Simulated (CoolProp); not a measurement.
Vapour pressure (bar) of R1234yf: the reference equation beside estimates from Tc = 367.8 K, pc = 33.84 bar, ω = 0.276. Clausius-Clapeyron is anchored at 183.2 K with a constant enthalpy of vaporisation of 24.01 kJ/mol.

Values from CoolProp's reference Helmholtz-energy equation of state, Lemmon 2022.

```tsv
T (K)	reference	Lee-Kesler	Clausius-Clapeyron	van der Waals
177.9	0.01511	0.01413	0.01517	0.7480
180.6	0.01931	0.01810	0.01933	0.8303
183.2	0.02426	0.02278	0.02426	0.9156
185.9	0.03050	0.02871	0.03050	1.011
188.5	0.03775	0.03561	0.03779	1.109
191.2	0.04676	0.04422	0.04691	1.217
193.8	0.05708	0.05411	0.05745	1.329
196.5	0.06975	0.06631	0.07051	1.453
199.1	0.08410	0.08015	0.08543	1.579
201.8	0.1015	0.09701	0.1037	1.718
204.4	0.1210	0.1159	0.1244	1.860
207.1	0.1444	0.1388	0.1496	2.016
209.7	0.1703	0.1641	0.1778	2.174
```

Absolute difference from the reference over all 13 rows, mean and median: Lee-Kesler 5.1 and 5.2 %, Clausius-Clapeyron 1.3 and 0.6 %, van der Waals 2520.8 and 2228.3 %.
